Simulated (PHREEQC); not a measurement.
Make-up at 82 °C: 0.0027 mol/kgw LiOH, 3e-05 mol/kgw K2SiO3 and 0.00022 mol/kgw Na2CO3. Closed to the air; pH follows from the charge balance.

All values are PHREEQC results (Pitzer model, pitzer.dat), not measurements.

No solid was allowed to form.

Q: Estimate the pH.

A: pH 9.97.

Q: In which forms is Si present?

A: H3SiO4- 85 %, H4SiO4 14 %, H2SiO4-2 1.0 % of the Si.

Species that the database lacks are ignored. Away from 25 °C the constants follow the database's enthalpies or fits; those with neither stay at their 25 °C values.
